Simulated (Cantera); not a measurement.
Input: 1 mol BCl3, 0.17 mol H2O, 160 mol H2, 25 mol N2, equilibrated at 133 Pa.

Cantera equilibrium calculation (NASA polynomials, part measured and part estimated; ideal gas, pure solids and liquids). Candidate condensed phases: B, BN, B2O3, B3O3H3, H2O, NH4Cl; 49 gas species. N2 is the only nitrogen source here; it is nearly inert below about 1500 K, so the nitride shown seldom forms there in practice. Mutual solubility and eutectic melting of coexisting phases are not modelled. Equilibrium is a limit: real reactors are often held back by kinetics, nucleation or transport.

Task: Which condensed phases are stable at each of these points (T (°C)): 702, 752, 802, 852, 902, 952, 1002, 1052, 1102, 1152, 1202, 1252?

Result: 
```csv
T (°C),condensed phases,B condensed (%)
702,BN(s) + B2O3(l),99.8
752,BN(s) + B2O3(l),99.5
802,BN(s) + B2O3(l),98.7
852,BN(s) + B2O3(l),97.0
902,BN(s),94.8
952,BN(s),93.4
1002,BN(s),92.0
1052,BN(s),90.2
1102,BN(s),88.1
1152,BN(s),86.0
1202,BN(s),84.4
1252,BN(s),83.6
```

From 702 °C to 852 °C the condensed part is BN(s) + B2O3(l). From 902 °C to 1252 °C the condensed part is BN(s).
